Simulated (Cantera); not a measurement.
Feed: 1 mol SiHCl3, 5.1 mol H2, held at 0.00133 bar.

Cantera equilibrium calculation (NASA polynomials, part measured and part estimated; ideal gas, pure solids and liquids). Candidate condensed phases: Si; 19 gas species. The tables' values for SiCl3, SiCl are old estimates; treat these amounts as uncertain. Kinetics and transport are ignored.

Task: At 1623 K, list the 4 most abundant gas species with their mole fractions, and the condensed phases.

Result: H2 0.707, HCl 0.161, SiCl2 0.129, H 0.00159. Condensed: Si(s).
